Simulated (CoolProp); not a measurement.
The numbers come from the reference Helmholtz-energy equation of state, Lemmon 2005 in CoolProp. It is a short technical equation, of lower accuracy than the large ones.

### Question
For 1-butene, give the phase and the Joule-Thomson coefficient (K/MPa), isothermal compressibility (1/MPa), fugacity coefficient at 442.5 K and 10000 kPa.

### Answer
- 442.5 K and 10000 kPa: supercritical; Joule-Thomson coefficient 1.19, isothermal compressibility 0.0309, fugacity coefficient 0.415
